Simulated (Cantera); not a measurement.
**Equilibrium for titanium nitride, carbide and oxide coatings: TiCl4 + O2 + N2**

Feed: 1 mol TiCl4, 3.7 mol O2, 7.8 mol N2, at 11.0 Pa.

These are equilibrium values from Cantera (NASA tables, ideal gas, pure condensed phases), not measurements of a reactor. Candidate condensed phases: Ti, TiCl2, TiCl3, TiCl4, TiN, TiO, TiO2, Ti2O3, Ti3O5, Ti4O7; 21 gas species. Equilibrium is a limit: real reactors are often held back by kinetics, nucleation or transport.

| T (°C) | log p N2 | log p Cl | log p O2 | log p O | log p Cl2 | n TiO2(rutile) |
|---|---|---|---|---|---|---|
| 1075 | -4.22 | -4.57 | -4.68 | -8.73 | -5.69 | 1.000 |
| 1125 | -4.22 | -4.54 | -4.69 | -8.38 | -5.98 | 1.000 |
| 1175 | -4.23 | -4.53 | -4.69 | -8.05 | -6.28 | 1.000 |
| 1225 | -4.23 | -4.52 | -4.69 | -7.75 | -6.57 | 1.000 |
| 1275 | -4.23 | -4.52 | -4.69 | -7.46 | -6.85 | 1.000 |
| 1325 | -4.23 | -4.52 | -4.69 | -7.19 | -7.11 | 1.000 |
| 1375 | -4.23 | -4.52 | -4.69 | -6.94 | -7.36 | 1.000 |
| 1425 | -4.23 | -4.52 | -4.69 | -6.71 | -7.60 | 1.000 |
| 1475 | -4.23 | -4.52 | -4.70 | -6.48 | -7.82 | 1.000 |
| 1525 | -4.23 | -4.52 | -4.70 | -6.27 | -8.03 | 1.000 |
| 1575 | -4.23 | -4.52 | -4.70 | -6.07 | -8.23 | 0.999 |
| 1625 | -4.23 | -4.52 | -4.71 | -5.89 | -8.42 | 0.996 |
| 1675 | -4.23 | -4.52 | -4.72 | -5.71 | -8.60 | 0.989 |
| 1725 | -4.24 | -4.52 | -4.73 | -5.55 | -8.78 | 0.972 |
log p: log10 of the partial pressure in bar; n: condensed amount in mol.

From 1075 °C to 1725 °C the condensed part is TiO2(rutile). The main Ti-bearing gas is TiCl4 at 1075 °C and TiO2 at 1725 °C.
